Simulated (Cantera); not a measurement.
**Equilibrium for titanium nitride, carbide and oxide coatings: Ti + H2O**

Charge: 1 mol Ti, a varied amount of H2O, equilibrated at 1648.15 K and 2.00 mbar.

Equilibrium computed with Cantera from the NASA thermochemical tables; the gas is ideal and each condensed phase is pure. Candidate condensed phases: H2O, Ti, TiO, TiO2, Ti2O3, Ti3O5, Ti4O7; 12 gas species. Mutual solubility and eutectic melting of coexisting phases are not modelled. TiO: taken at fixed stoichiometry. Condensed phases not in the tables: N, O or C dissolved in the metal. Kinetics and transport are ignored.

```tsv
n(H2O) (mol)	log p H2	log p H	log p H2O	log p Ti	log p TiO	log p OH	log p TiO2	n Ti(β)	n TiO(s)	n Ti2O3(s)
0.19	-2.70	-5.40	-10.07	-7.53	-9.27	-14.12	-14.16	0.810	0.190	0
0.23	-2.70	-5.40	-10.07	-7.53	-9.27	-14.12	-14.16	0.770	0.230	0
0.28	-2.70	-5.40	-10.07	-7.53	-9.27	-14.12	-14.16	0.720	0.280	0
0.34	-2.70	-5.40	-10.07	-7.53	-9.27	-14.12	-14.16	0.660	0.340	0
0.41	-2.70	-5.40	-10.07	-7.53	-9.27	-14.12	-14.16	0.590	0.410	0
0.5	-2.70	-5.40	-10.07	-7.53	-9.27	-14.12	-14.16	0.500	0.500	0
0.6	-2.70	-5.40	-10.07	-7.53	-9.27	-14.12	-14.16	0.400	0.600	0
0.73	-2.70	-5.40	-10.07	-7.53	-9.27	-14.12	-14.16	0.270	0.730	0
0.88	-2.70	-5.40	-10.07	-7.53	-9.27	-14.12	-14.16	0.120	0.880	0
1.1	-2.70	-5.40	-7.23	-10.37	-9.27	-11.28	-11.33	0	0.800	0.1000
```
log p: log10 of the partial pressure in bar; n: condensed amount in mol.

From 0.19 mol H2O to 0.88 mol H2O the condensed part is Ti(β) + TiO(s). At 1.1 mol H2O the condensed part is TiO(s) + Ti2O3(s). The main Ti-bearing gas is Ti at 0.19 mol H2O and TiO at 1.1 mol H2O.
